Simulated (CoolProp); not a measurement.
Properties of CHF3 (R23) along the isobar 1.01 bar.

Model: reference Helmholtz-energy equation of state, Penoncello 2003, in CoolProp.

| T (°C) | phase | density (kg/m³) | expansivity (1/kK) | conductivity (mW/(m K)) | fugacity coefficient |
|---|---|---|---|---|---|
| -49.15 | gas | 3.880 | 4.845 | 9.66 | 0.9790 |
| -21.25 | gas | 3.424 | 4.171 | 11.1 | 0.9863 |
| 6.65 | gas | 3.069 | 3.695 | ? | 0.9905 |
| 34.55 | gas | 2.783 | 3.329 | 14.1 | 0.9931 |
| 62.35 | gas | 2.548 | 3.035 | ? | 0.9949 |
| 90.25 | gas | 2.349 | 2.790 | 17.1 | 0.9962 |
| 118.15 | gas | 2.180 | 2.584 | ? | 0.9971 |
| 146.05 | gas | 2.033 | 2.407 | 20.1 | 0.9978 |
| 173.95 | gas | 1.905 | 2.253 | 21.6 | 0.9983 |
| 201.85 | gas | 1.793 | 2.118 | 23.1 | 0.9987 |

Q: What belongs in the gaps?

A: 
- 6.65, conductivity (mW/(m K)): 12.6
- 62.35, conductivity (mW/(m K)): 15.6
- 118.15, conductivity (mW/(m K)): 18.6

Thermal conductivity comes from a separate model (Shan 2000).
